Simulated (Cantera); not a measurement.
Mixture: CH₃OH : O₂ : N₂ = 1 : 1.56 : 5.62 (molar parts), equivalence ratio 0.96, at 44000 Pa, adiabatic and at constant volume. Ignition delay is the time to a rise of 400 K.

Model: GRI-Mech 3.0 (53 species, 325 reactions), integrated in Cantera. GRI-Mech 3.0 was tuned for natural gas; its chemistry of methanol as a main component is partial and can be far from experiment.

### Question
Predict: delay at 1100 K; delay at 1200 K; delay at 1300 K; delay at 1400 K; delay at 1500 K; delay at 1600 K; apparent activation energy between 1400 and 1600 K.

### Answer
```
Quantity                                                Result
--------------------------------------------------  ----------
delay at 1100 K                                        0.119 s
delay at 1200 K                                        19.6 ms
delay at 1300 K                                        4.34 ms
delay at 1400 K                                        1.23 ms
delay at 1500 K                                       0.433 ms
delay at 1600 K                                       0.180 ms
apparent activation energy between 1400 and 1600 K  180 kJ/mol
```
